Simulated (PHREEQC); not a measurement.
A solution holds 4 mol/kgw K2CO3, 0.96 mol/kgw NaHCO3 and 0.32 mol/kgw HBr, at 25 °C. Closed to the air; pH follows from the charge balance.

Equilibrium calculation in PHREEQC: Pitzer model, pitzer.dat.

Precipitation was switched off in this run.

**Question.** Predict the pH, osmotic coefficient.

**Answer.** pH 10.61; osmotic coefficient 1.117.

**Question.** In which forms is C present?

**Answer.** CO3-2 74 %, HCO3- 26 % of the C.

In brines, pH and single-ion activities rest on the MacInnes convention.
